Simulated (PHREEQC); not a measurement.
Make-up at 25 °C: 0.084 mol Pb(NO3)2, 0.00073 mol CaCl2, 0.0021 mol H2SO4 and 2.4e-05 mol NaCl per kg of water. Closed to the air; pH follows from the charge balance.

The numbers come from PHREEQC with the ion-association model, wateq4f.dat.

Precipitation was switched off in this run.

Predict the pH, ionic strength.

pH 2.48; ionic strength 0.192 mol/kgw.

In which forms is Pb present?

Pb+2 61 %, PbNO3+ 36 %, PbSO4 1.7 %, PbCl+ 0.7 % of the Pb.

The solution is supersaturated, for example in Anglesite, so a real one may precipitate; this is no full list. Complexes and solids missing from the database can't appear.
